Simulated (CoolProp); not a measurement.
A simple Rankine cycle with isohexane: condensing at 300.15 K, boiler at 0.307 MPa, turbine inlet 413 K, turbine efficiency 0.85, pump efficiency 0.8, no recuperator. Each further row changes one setting.

The numbers come from the reference Helmholtz-energy equation of state, Lemmon 2006 in CoolProp. It is a short technical equation, of lower accuracy than the large ones.

```json
[
 {"case": "as stated", "thermal efficiency (%)": "12.8", "net work (kJ/kg)": "[?]", "heat in (kJ/kg)": "555", "turbine exit temperature (K)": "374.9", "volume ratio over the turbine": "9.69"},
 {"case": "turbine inlet 433 K", "thermal efficiency (%)": "12.5", "net work (kJ/kg)": "75.0", "heat in (kJ/kg)": "[?]", "turbine exit temperature (K)": "[?]", "volume ratio over the turbine": "[?]"},
 {"case": "condensing temperature 292.15 K", "thermal efficiency (%)": "14.1", "net work (kJ/kg)": "80.9", "heat in (kJ/kg)": "573", "turbine exit temperature (K)": "369.8", "volume ratio over the turbine": "13.4"},
 {"case": "boiler pressure 0.215 MPa", "thermal efficiency (%)": "10.9", "net work (kJ/kg)": "[?]", "heat in (kJ/kg)": "[?]", "turbine exit temperature (K)": "381.3", "volume ratio over the turbine": "6.75"},
 {"case": "turbine efficiency 0.75", "thermal efficiency (%)": "11.3", "net work (kJ/kg)": "62.5", "heat in (kJ/kg)": "555", "turbine exit temperature (K)": "379.1", "volume ratio over the turbine": "[?]"}
]
```

**Question.** What belongs in the gaps?

**Answer.** 
- as stated, net work (kJ/kg): 70.9
- turbine inlet 433 K, heat in (kJ/kg): 601
- turbine inlet 433 K, turbine exit temperature (K): 395.1
- turbine inlet 433 K, volume ratio over the turbine: 9.64
- boiler pressure 0.215 MPa, net work (kJ/kg): 61.1
- boiler pressure 0.215 MPa, heat in (kJ/kg): 559
- turbine efficiency 0.75, volume ratio over the turbine: 9.80
